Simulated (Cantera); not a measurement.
Feed: 1 mol Si2H6, 0.16 mol O2, a varied amount of H2O, held at 775 °C and 8.10 Pa.

Cantera equilibrium calculation (NASA polynomials, part measured and part estimated; ideal gas, pure solids and liquids). Candidate condensed phases: H2O, Si, SiO2; 18 gas species. The feed counts by its element totals alone. Mutual solubility and eutectic melting of coexisting phases are not modelled. Rates play no part.

### Question
Which condensed phases are stable at each of these points (n(H2O) (mol)): 0.43, 0.73, 1.2, 2.1, 3.5, 6, 10, 17?

### Answer
```
n(H2O) (mol)        condensed phases  Si condensed (%)
------------  ----------------------  ----------------
0.43          Si(s) + SiO2(β-quartz)             100.0
0.73          Si(s) + SiO2(β-quartz)             100.0
1.2           Si(s) + SiO2(β-quartz)             100.0
2.1           Si(s) + SiO2(β-quartz)             100.0
3.5           Si(s) + SiO2(β-quartz)             100.0
6                     SiO2(β-quartz)             100.0
10                    SiO2(β-quartz)             100.0
17                    SiO2(β-quartz)             100.0
```

From 0.43 mol H2O to 3.5 mol H2O the condensed part is Si(s) + SiO2(β-quartz). From 6 mol H2O to 17 mol H2O the condensed part is SiO2(β-quartz).
